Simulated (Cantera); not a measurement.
Input: 1 mol MgCO3, 0.75 mol SO3, 0.9 mol O2, 0.055 mol SO2, held at 1.60 bar.

These are equilibrium values from Cantera (NASA tables, ideal gas, pure condensed phases), not measurements of a reactor. Candidate condensed phases: C, Mg, MgCO3, MgO, MgS, MgSO4, S; 26 gas species. Mutual solubility and eutectic melting of coexisting phases are not modelled. The numbers say what is thermodynamically allowed, not how fast it happens.

Which condensed phases are stable at each of these points (T (K)): 950, 1025, 1100, 1175, 1250, 1325, 1400, 1475, 1550, 1625, 1700, 1775?


```
T (K)   condensed phases  Mg condensed (%)
-----  -----------------  ----------------
950    MgO(s) + MgSO4(s)             100.0
1025   MgO(s) + MgSO4(s)             100.0
1100   MgO(s) + MgSO4(s)             100.0
1175   MgO(s) + MgSO4(s)             100.0
1250   MgO(s) + MgSO4(s)             100.0
1325   MgO(s) + MgSO4(s)             100.0
1400              MgO(s)             100.0
1475              MgO(s)             100.0
1550              MgO(s)             100.0
1625              MgO(s)             100.0
1700              MgO(s)             100.0
1775              MgO(s)             100.0
```

From 950 K to 1325 K the condensed part is MgO(s) + MgSO4(s). From 1400 K to 1775 K the condensed part is MgO(s).
